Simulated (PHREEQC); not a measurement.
A solution holds 120 mmol/kgw HF and 100 mmol/kgw H2SiF6, at 25 °C. Closed to the air; pH follows from the charge balance.

All values are PHREEQC results (ion-association model, wateq4f.dat), not measurements.

No solid was allowed to form.

Problem. Estimate the pH, ionic strength, activity of water.

Solution. pH 0.80; ionic strength 0.301 mol/kgw; activity of water 0.993.

Problem. In which forms is F present?

Solution. SiF6-2 83 %, HF 11 %, H2F2 5.2 % of the F.

wateq4f.dat counts part of the HF as a dimer, H2F2, which phreeqc.dat doesn't know; its constant is uncertain. SiF6-2 is the database's only silicon fluoride.
